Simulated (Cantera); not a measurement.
Chemical vapour transport: Fe₂O₃ + Cl₂ + N₂ + H₂

Charge: 1 mol Fe₂O₃, 0.1 mol Cl₂, 1.1 mol N₂, 0.0053 mol H₂, at 10.0 Torr.

These are equilibrium values from Cantera (NASA tables, ideal gas, pure condensed phases), not measurements of a reactor. Candidate condensed phases: Fe, FeCl₂, FeCl₃, FeO, Fe(OH)₂, Fe(OH)₃, Fe₂O₃, Fe₃O₄, H₂O, NH₄Cl; 37 gas species. Condensed phases not in the tables: FeOCl. Equilibrium is a limit: real reactors are often held back by kinetics, nucleation or transport.

From 700 K to 1025 K the condensed part is Fe₂O₃(s). The main Fe-bearing gas is FeCl₃ throughout.

```tsv
T (K)	log p N₂	log p Cl₂	log p FeCl₃	log p HCl	log p O₂	log p FeCl₂	n Fe₂O₃(s)
700	-1.91	-2.98	-5.81	-3.93	-5.95	-9.25	1.000
725	-1.91	-2.98	-5.59	-3.93	-5.72	-8.74	1.000
750	-1.91	-2.98	-5.38	-3.93	-5.51	-8.27	1.000
775	-1.91	-2.98	-5.19	-3.93	-5.32	-7.83	1.000
800	-1.91	-2.99	-5.01	-3.93	-5.14	-7.41	1.000
825	-1.91	-2.99	-4.84	-3.93	-4.97	-7.02	0.999
850	-1.91	-2.99	-4.69	-3.93	-4.81	-6.66	0.999
875	-1.92	-3.00	-4.55	-3.93	-4.66	-6.32	0.999
900	-1.92	-3.01	-4.41	-3.93	-4.53	-6.00	0.998
925	-1.92	-3.02	-4.29	-3.93	-4.40	-5.70	0.998
950	-1.92	-3.03	-4.18	-3.93	-4.28	-5.42	0.997
975	-1.92	-3.04	-4.08	-3.93	-4.17	-5.16	0.996
1000	-1.92	-3.06	-3.99	-3.93	-4.07	-4.91	0.995
1025	-1.92	-3.08	-3.91	-3.93	-3.97	-4.68	0.993
```
log p: log10 of the partial pressure in bar; n: condensed amount in mol.
